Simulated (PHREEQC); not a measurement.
**Brine**

A solution holds 2.3 mol/kgw MgCl2, 1.1 mol/kgw SrCl2 and 0.11 mol/kgw KBr, at 25 °C. Closed to the air; pH follows from the charge balance.

Computed with PHREEQC (Pitzer model, pitzer.dat).

This is a speciation only: nothing precipitates in the calculation.

Question: Predict the activity of water, density, osmotic coefficient.

Answer: activity of water 0.677; density 1.263 g/cm³; osmotic coefficient 2.077.

Complexes and solids missing from the database can't appear.
